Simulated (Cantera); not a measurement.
Charge: 1 mol acetone, 0.3 mol H2O, 3.2 mol H2, equilibrated at 1673 K and 1.00 bar.

Equilibrium computed with Cantera from the NASA thermochemical tables; the gas is ideal and each condensed phase is pure. Candidate condensed phases: C, C6H6, C7H8, C8H18, H2O; 110 gas species. The feed counts by its element totals alone. Equilibrium is a limit: real reactors are often held back by kinetics, nucleation or transport.

Problem. What is the equilibrium state?

Solution. 
| Property | Value |
|---|---|
| x(H2) | 0.832 |
| x(CO) | 0.167 |
| x(CH4) | 0.000841 |
| x(H) | 0.000104 |
| x(H2O) | 7.80e-5 |
| x(C2H2 (acetylene)) | 4.74e-5 |
| x(CO2) | 4.73e-6 |
| x(C2H4) | 2.38e-6 |
| x(CH3) | 2.14e-6 |
| n(C(graphite)) | 1.69 mol |
| gas amount | 7.793 mol |
